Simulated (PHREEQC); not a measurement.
A solution holds 0.0043 mol HCl, 0.0051 mol FeCl3 and 0.07 mol CuCl2 per kg of water, at 20 °C. It is in equilibrium with CO2 at log p = -3.4 (atm). Otherwise closed; pH follows from the charge balance.

Model: ion-association model, phreeqc.dat, run in PHREEQC.

| Item | Value |
|---|---|
| pH | 2.36 |
| ionic strength | 0.222 mol/kgw |
| density | 1.007 g/cm³ |
| total alkalinity | -14.5 meq/kg |

```json
[
 {"species": "Cl-", "molality": "0.150", "activity": "0.106", "log γ": "-0.149"},
 {"species": "Cu+2", "molality": "0.0634", "activity": "0.0203", "log γ": "-0.495"},
 {"species": "CuCl+", "molality": "0.00636", "activity": "0.00453", "log γ": "-0.147"},
 {"species": "H+", "molality": "0.00551", "activity": "0.00438", "log γ": "-0.100"},
 {"species": "FeCl+2", "molality": "0.00191", "activity": "0.000552", "log γ": "-0.538"},
 {"species": "Fe+3", "molality": "0.00159", "activity": "0.000202", "log γ": "-0.898"},
 {"species": "FeOH+2", "molality": "0.000759", "activity": "0.000220", "log γ": "-0.538"},
 {"species": "FeCl2+", "molality": "0.000421", "activity": "0.000309", "log γ": "-0.134"},
 {"species": "CuCl2", "molality": "0.000233", "activity": "0.000245", "log γ": "0.022"},
 {"species": "Fe2(OH)2+4", "molality": "0.000181", "activity": "1.61e-6", "log γ": "-2.053"},
 {"species": "Fe(OH)2+", "molality": "1.84e-5", "activity": "1.37e-5", "log γ": "-0.130"},
 {"species": "CO2", "molality": "1.48e-5", "activity": "1.56e-5", "log γ": "0.022"},
 {"species": "Fe3(OH)4+5", "molality": "1.18e-5", "activity": "7.33e-9", "log γ": "-3.208"}
]
```

No solid was allowed to form. Examples of supersaturated solids here: Hematite (slow to form), Goethite (slow to form). Others may be too. Species that the database lacks are ignored.
